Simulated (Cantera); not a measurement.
A perfectly stirred reactor is fed with 27.8 % CH4, 69.4 % CO2, 2.78 % H2, at 0.987 atm; it is held at 1275 K, and followed from long to short residence time.

Model: GRI-Mech 3.0 (53 species, 325 reactions), integrated in Cantera.

Q: Predict: x(CH4) at τ = 13.0 s; x(CO2) at τ = 13.0 s; x(H2) at τ = 13.0 s; x(C2H6) at τ = 13.0 s; x(CO) at τ = 13.0 s; x(CH4) at τ = 85.0 ms; x(CO2) at τ = 85.0 ms; x(H2) at τ = 85.0 ms; x(C2H6) at τ = 85.0 ms; x(CO) at τ = 85.0 ms.

A: 
```
Quantity                  Result
----------------------  --------
x(CH4) at τ = 13.0 s       0.259
x(CO2) at τ = 13.0 s       0.667
x(H2) at τ = 13.0 s       0.0307
x(C2H6) at τ = 13.0 s   0.000164
x(CO) at τ = 13.0 s       0.0179
x(CH4) at τ = 85.0 ms      0.278
x(CO2) at τ = 85.0 ms      0.694
x(H2) at τ = 85.0 ms      0.0278
x(C2H6) at τ = 85.0 ms   3.98e-5
x(CO) at τ = 85.0 ms     7.04e-5
```
